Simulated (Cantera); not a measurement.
**Hydrocarbon pyrolysis for carbon deposition**

A perfectly stirred reactor is fed with 4.71 % C2H6, 94.2 % H2, 1.08 % N2, at 1.70 bar; it is held at 1573 K, and followed from long to short residence time.

Detailed kinetics in Cantera: GRI-Mech 3.0 (53 species, 325 reactions). GRI-Mech 3.0 stops at C3 and has no aromatics, soot or wall deposition, so with more carbon than oxygen in the feed, carbon stays in small species such as C2H2 where larger ones or solid carbon would form.

```csv
τ (s),x C2H6,x H2,x C2H,x C2H4,x CH2,x C2H2,x CH3
18,2.02e-5,0.912,1.11e-9,0.00254,1.27e-9,0.0116,4.24e-5
3.2,2.23e-5,0.912,1.17e-9,0.00263,1.29e-9,0.0120,4.24e-5
0.57,3.31e-5,0.915,1.44e-9,0.00306,1.41e-9,0.0137,4.27e-5
0.10,8.11e-5,0.921,2.46e-9,0.00423,2.08e-9,0.0174,4.67e-5
0.018,0.000244,0.927,4.85e-9,0.00616,4.52e-9,0.0204,6.07e-5
0.0033,0.000764,0.929,7.89e-9,0.00934,1.18e-8,0.0193,9.24e-5
0.00059,0.00258,0.929,8.42e-9,0.0148,3.22e-8,0.0128,0.000161
0.00011,0.00855,0.930,4.46e-9,0.0185,8.22e-8,0.00487,0.000298
```
x: mole fraction; the columns are a selection and need not sum to one.
